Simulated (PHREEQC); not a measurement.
Solution (25 °C): 5 mmol/kgw NH4HF2 and 12 mmol/kgw H2SiF6. Closed to the air; pH follows from the charge balance.

The numbers come from PHREEQC with the ion-association model, phreeqc.dat.

Precipitation was switched off in this run.

### Question
Order these F species by the share of F that they hold, largest first: F-, HF, SiF6-2.

### Answer
SiF6-2 (88 %), HF (12 %), F- (0.56 %)

The pH is 1.77 and the ionic strength 0.0364 mol/kgw. Complexes and solids missing from the database can't appear. SiF6-2 is the database's only silicon fluoride.
